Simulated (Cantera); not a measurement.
A closed system holds: 1 mol Mg(OH)₂, 0.009 mol C, 1.2 mol H₂O, equilibrated at 16.0 mbar.

Method: chemical equilibrium by Gibbs-energy minimisation in Cantera with the NASA 1993 tables (ideal gas, pure condensed phases). Candidate condensed phases: C, C₆H₆, C₇H₈, C₈H₁₈, H₂O, Mg, MgCO₃, MgO, Mg(OH)₂; 116 gas species. Rates play no part. All values below are at 1575 K.

Base state: H₂O 0.988, H₂ 0.00815, CO₂ 0.00398, OH 0.000131, CO 9.52e-5, H 2.97e-5, O₂ 2.22e-5 (mole fractions); condensed: MgO(s).

Task: What changes in the equilibrium state with this change: C from 0.009 to 0.055 mol?

Result: 
```csv
species,before,after
H₂O,0.988,0.930
H₂,0.00815,0.0457
CO₂,0.00398,0.0213
O₂,2.22e-5,6.25e-7
CO,9.52e-5,0.00305
OH,0.000131,5.19e-5
H,2.97e-5,7.03e-5
"MgO(s), mol",1.000,1.000
```
